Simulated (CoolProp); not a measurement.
Vapour-liquid equilibrium of nitrogen (1) + oxygen (2) at -169.35 °C; x and y are mole fractions of (1).

Values from CoolProp's multi-fluid Helmholtz-energy mixture model, Span 2000 and Schmidt 1985; pair parameters Gernert 2013.

| x | bubble pressure, mixture model (kPa) | bubble pressure, Raoult's law (kPa) | y, mixture model | y, Raoult's law |
|---|---|---|---|---|
| 0.05 | 383.0 | 378.1 | 0.135 | 0.133 |
| 0.2 | 487.8 | 476.9 | 0.406 | 0.421 |
| 0.35 | 584.6 | 575.6 | 0.580 | 0.610 |
| 0.5 | 678.1 | 674.3 | 0.707 | 0.744 |
| 0.65 | 771.6 | 773.1 | 0.810 | 0.844 |
| 0.8 | 867.8 | 871.8 | 0.897 | 0.921 |
| 0.95 | 968.5 | 970.5 | 0.976 | 0.982 |

The largest gap from Raoult's law is +2.3 % in bubble pressure, at x = 0.2. No azeotrope shows between x = 0.05 and 0.95.

Pair parameters are fitted to limited data, so mixtures are less certain than the pure fluids. The gap from Raoult's law changes sign with composition, which may be real or a fault of the pair parameters; it wasn't checked against measurements.
